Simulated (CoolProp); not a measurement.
Methane at 293.15 K and 1.54 MPa flows at 0.37 m/s in a round tube of 1 mm bore and 45 µm roughness, fully developed (64/Re and Nu = 3.66 if laminar; Colebrook and Gnielinski if turbulent). Each further row changes one setting.

Computed with CoolProp (reference Helmholtz-energy equation of state, Setzmann 1991).

```tsv
case	Reynolds number	Darcy friction factor	pressure drop (Pa/m)	heat-transfer coefficient (W/(m² K))	mass flow (kg/h)
as stated	343	0.187	133	126	0.0109
velocity 0.74 m/s	686	0.0933	266	126	0.0218
diameter 2 mm	686	0.0933	33.3	63.1	0.0436
```

Viscosity comes from a separate model (Quiñones-Cisneros 2006). Thermal conductivity comes from a separate model (Friend 1989).
